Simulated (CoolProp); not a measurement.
Vapour-liquid equilibrium of carbon dioxide (1) + 1-butene (2) at 278.8 K; x and y are mole fractions of (1).

The numbers come from the multi-fluid Helmholtz-energy mixture model, Span 1996 and Lemmon 2005; pair parameters Bell 2016 in CoolProp.

Problem. Give the bubble pressure and the first vapour's composition at x = 0.05, 0.125, 0.275. Is there an azeotrope?

Solution. x = 0.05: 0.3667 MPa, y = 0.569; x = 0.125: 0.6955 MPa, y = 0.775; x = 0.275: 1.346 MPa, y = 0.886. No azeotrope shows between x = 0.05 and 0.95.

The pair parameters rest on a limited set of measurements; away from them the model extrapolates. The gap from Raoult's law changes sign with composition, which may be real or a fault of the pair parameters; it wasn't checked against measurements.
